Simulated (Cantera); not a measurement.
A perfectly stirred reactor is fed with 3.68 % CH4, 4.05 % H2, 15.7 % O2, 58.9 % N2, 17.7 % CO2, equivalence ratio 0.60, at 760 Torr; it is adiabatic with a 673 K inlet, and is followed from long to short residence time, starting on the burning branch (τ in s: 0.2, 0.095, 0.045, 0.022, 0.01, 0.005, 0.0024, 0.0012, 0.00055, 0.00027, 0.00013, 6.1e-05, 2.9e-05).

Cantera simulation using GRI-Mech 3.0 (53 species, 325 reactions); the numbers are that mechanism's predictions, not measurements.

**Question.** Predict: blow-out, bracketed by the residence times tried; x(CH4) at τ = 0.200 s; x(H2) at τ = 0.200 s; x(O2) at τ = 0.200 s; x(HCO) at τ = 0.200 s; x(H2O2) at τ = 0.200 s; x(CH4) at τ = 2.40 ms; x(H2) at τ = 2.40 ms; x(O2) at τ = 2.40 ms; x(HCO) at τ = 2.40 ms; x(H2O2) at τ = 2.40 ms.

**Answer.** 
| Property | Value |
|---|---|
| blow-out, bracketed by the residence times tried | burning at 0.270 ms, out at 0.130 ms |
| x(CH4) at τ = 0.200 s | 6.17e-6 |
| x(H2) at τ = 0.200 s | 7.56e-5 |
| x(O2) at τ = 0.200 s | 0.0640 |
| x(HCO) at τ = 0.200 s | 6.07e-9 |
| x(H2O2) at τ = 0.200 s | 7.07e-8 |
| x(CH4) at τ = 2.40 ms | 0.000114 |
| x(H2) at τ = 2.40 ms | 0.00117 |
| x(O2) at τ = 2.40 ms | 0.0669 |
| x(HCO) at τ = 2.40 ms | 5.54e-7 |
| x(H2O2) at τ = 2.40 ms | 5.06e-7 |
